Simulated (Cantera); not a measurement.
Input (Python, Cantera):

```python
import numpy as np
import cantera as ct

gas = ct.Solution("gri30.yaml")


def delay(T, t_max=10):
    gas.TPX = T, 230000, {'H2': 1, 'O2': 1.22, 'N2': 4.59}
    reactor = ct.IdealGasConstPressureReactor(gas, clone=False)
    net = ct.ReactorNet([reactor])
    net.rtol, net.atol = 1e-8, 1e-16
    while net.time < t_max:
        t_old, T_old = net.time, reactor.T
        net.step()
        if reactor.T > T + 400:  # ignition: a rise of 400 K
            return t_old + (T + 400 - T_old) / (reactor.T - T_old) * (net.time - t_old)
    return np.nan


taus = []
for T in [1175, 1250, 1325, 1400, 1475, 1550, 1625, 1700, 1775]:
    taus.append(delay(T))
    print(f"T0 = {T:6g} K   tau = {taus[-1]:.4e} s")
```

Result:

```
T0 =   1175 K   tau = 3.0328e-05 s
T0 =   1250 K   tau = 1.9257e-05 s
T0 =   1325 K   tau = 1.3981e-05 s
T0 =   1400 K   tau = 1.1100e-05 s
T0 =   1475 K   tau = 9.4606e-06 s
T0 =   1550 K   tau = 8.5600e-06 s
T0 =   1625 K   tau = 8.1445e-06 s
T0 =   1700 K   tau = 8.0748e-06 s
T0 =   1775 K   tau = 8.2693e-06 s
```

Model: GRI-Mech 3.0 (53 species, 325 reactions), integrated in Cantera. The hydrogen kinetics of GRI-Mech 3.0 are dated; newer H2 mechanisms differ, most at raised pressure. Where the delays flatten at high temperature, the 400 K rule measures the pace of heat release, not the induction time.
